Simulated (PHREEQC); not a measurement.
Solution (20 °C): 1.5 mmol/kgw HCl, 110 mmol/kgw Na2SO4 and 0.13 mmol/kgw NaCl. It is in equilibrium with CO2 at log p = -2 (atm). Otherwise closed; pH follows from the charge balance.

Equilibrium calculation in PHREEQC: ion-association model, wateq4f.dat.

```csv
quantity,before,after
pH,3.43,7.13
ionic strength (mol/kgw),0.286,0.290
Na+ (mol/kgw),0.198,0.202
SO4-2 (mol/kgw),0.0872,0.0878
NaSO4- (mol/kgw),0.0217,0.0222
HSO4- (mol/kgw),0.00103,2.07e-7
SI of Mirabilite (Na2SO4:10H2O),-2.00,-1.98
SI of Halite (NaCl),-5.36,-5.35
```

Problem. What was changed between the two runs?
A. temperature from 20 to 70 °C
B. Na2SO4 from 0.11 to 0.121 mol/kgw
C. Na2SO4 replaced by NiSO4 at the same molality
D. 0.033 mol/kgw NH4HS added
E. 0.0047 mol/kgw NaOH added

Solution. E, 0.0047 mol/kgw NaOH added

Precipitation was switched off in this run.
